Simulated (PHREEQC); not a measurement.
1 kg of water holding 18 mmol/kgw NaCl meets 20 L of dry gas (H2S 1 by moles) at fixed total pressure, at 100 °C; fugacities by Peng-Robinson. The gases take part in no redox reaction, some water evaporates into the gas, and hydrates or a liquid gas phase aren't modelled. Nothing may precipitate in this run.

All values are PHREEQC results (ion-association model, phreeqc.dat), not measurements.

Task: Predict dissolved H2S (mol/kgw), pH at P (atm) = 2, 3, 7.5.

Result: 
```tsv
P (atm)	dissolved H2S (mol/kgw)	pH
2	0.0372	3.97
3	0.0737	3.82
7.5	0.233	3.57
```

At this temperature some constants are extrapolated from 25 °C, and those without enthalpy data are left unchanged.
